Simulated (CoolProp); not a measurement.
Vapour-liquid equilibrium of ethanol (1) + o-xylene (2) at 2.17 bar; x and y are mole fractions of (1).

Model: multi-fluid Helmholtz-energy mixture model, Schroeder 2014 and Zhou 2012; pair parameters Bell 2016, in CoolProp.

| x | bubble temperature, mixture model (K) | bubble temperature, Raoult's law (K) | y, mixture model | y, Raoult's law |
|---|---|---|---|---|
| 0.05 | 416.8 | 435.3 | 0.544 | 0.305 |
| 0.125 | 397.1 | 421.7 | 0.749 | 0.545 |
| 0.2 | 388.7 | 412.1 | 0.813 | 0.677 |
| 0.275 | 384.4 | 404.8 | 0.843 | 0.761 |
| 0.35 | 382.0 | 399.0 | 0.859 | 0.819 |
| 0.425 | 380.5 | 394.1 | 0.870 | 0.862 |
| 0.5 | 379.4 | 390.0 | 0.879 | 0.894 |
| 0.575 | 378.4 | 386.4 | 0.888 | 0.919 |
| 0.65 | 377.4 | 383.3 | 0.898 | 0.940 |
| 0.725 | 376.4 | 380.5 | 0.910 | 0.957 |
| 0.8 | 375.3 | 377.9 | 0.927 | 0.971 |
| 0.875 | 374.1 | 375.6 | 0.948 | 0.983 |
| 0.95 | 373.0 | 373.5 | 0.976 | 0.994 |

The largest gap from Raoult's law is -24.6 K in bubble temperature, at x = 0.125. No azeotrope shows between x = 0.05 and 0.95.

Pair parameters are fitted to limited data, so mixtures are less certain than the pure fluids. With so large a gap from Raoult's law the liquid may split in two, which this calculation doesn't test in full.
